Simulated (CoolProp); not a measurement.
Saturation properties of octamethyltrisiloxane (MDM).

Values from CoolProp's reference Helmholtz-energy equation of state, Thol 2017.

```csv
T (K),p (bar),liquid density (kg/m³),enthalpy of vaporisation (kJ/kg),vapour Z,surface tension (mN/m)
387.7,0.3314,720.4,168.9,0.9669,9.09
397.9,0.4597,708.7,164.7,0.9580,8.33
408.1,0.6247,696.6,160.3,0.9475,7.59
418.3,0.8329,684.3,155.9,0.9354,6.88
428.5,1.092,671.5,151.3,0.9216,6.18
438.7,1.409,658.4,146.5,0.9058,5.51
448.9,1.792,644.7,141.5,0.8880,4.87
459.1,2.250,630.4,136.2,0.8681,4.25
469.3,2.793,615.4,130.7,0.8457,3.66
479.5,3.429,599.7,124.9,0.8207,3.10
489.7,4.170,582.9,118.6,0.7927,2.57
499.9,5.026,564.8,111.8,0.7613,2.07
510.1,6.010,545.2,104.3,0.7257,1.60
520.3,7.135,523.5,95.91,0.6850,1.18
530.4,8.406,499.0,86.38,0.6380,0.804
```

It boils at 425.6 K under 1 atm.

Surface tension comes from a separate correlation (Mulero 2014), older than this fluid's equation and unchecked against measurements.
